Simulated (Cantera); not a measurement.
A closed system holds: 1 mol AlCl3, 15 mol N2, 160 mol H2, 1.8 mol O2, at 0.380 bar.

Method: chemical equilibrium by Gibbs-energy minimisation in Cantera with the NASA 1993 tables (ideal gas, pure condensed phases). Candidate condensed phases: Al, AlCl3, AlN, Al2O3, H2O, NH4Cl; 45 gas species. Kinetics and transport are ignored. All values below are at 1727 °C.

Base state: H2 0.884, N2 0.0849, HCl 0.0169, H2O 0.0119, H 0.00248, Cl 3.53e-5, AlCl 2.42e-5 (mole fractions); condensed: Al2O3(s).

Problem. What changes in the equilibrium state with this change: pressure from 0.380 bar to 0.000150 bar?

Solution. 
| species | before | after |
|---|---|---|
| H2 | 0.884 | 0.774 |
| H | 0.00248 | 0.117 |
| N2 | 0.0849 | 0.0799 |
| HCl | 0.0169 | 0.0136 |
| H2O | 0.0119 | 0.0124 |
| AlCl | 2.42e-5 | 0.000807 |
| O | 6.85e-9 | 2.06e-5 |
| Al | 6.60e-8 | 0.000129 |
| OH | 3.34e-6 | 0.000187 |
| Cl | 3.53e-5 | 0.00153 |
| Al2O3(s), mol | 0.498 | 0.405 |
The tables' values for AlOH are old estimates; treat these amounts as uncertain.
